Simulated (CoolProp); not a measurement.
Cyclopentane along the isobar 2.15 MPa: Z from the reference equation and from simpler models built on Tc = 511.7 K, pc = 4.583 MPa, ω = 0.202; each cubic takes its own stable root.

The numbers come from the reference Helmholtz-energy equation of state, Gedanitz 2015 in CoolProp.

| T (K) | phase | reference |
|---|---|---|
| 425 | liquid | 0.07177 |
| 440.6 | liquid | 0.07227 |
| 456.2 | liquid | 0.07357 |
| 471.9 | gas | 0.7300 |
| 487.5 | gas | 0.7678 |
| 503.1 | gas | 0.7975 |
| 518.7 | gas | 0.8217 |
| 534.4 | gas | 0.8420 |
| 550 | gas | 0.8591 |

Question: How far does each simpler model (van der Waals, Redlich-Kwong, Peng-Robinson) lie from the reference over these 9 states: mean and median of the absolute difference, and the worst?

Answer: 
- van der Waals: mean 217.3 %, median 6.0 %, worst +946.6 % at 456.2 K and 2.15 MPa
- Redlich-Kwong: mean 101.1 %, median 2.1 %, worst +875.5 % at 456.2 K and 2.15 MPa
- Peng-Robinson: mean 1.6 %, median 1.2 %, worst -4.7 % at 425 K and 2.15 MPa

At some of these states van der Waals, Redlich-Kwong gives the other phase, because its saturation line lies elsewhere.
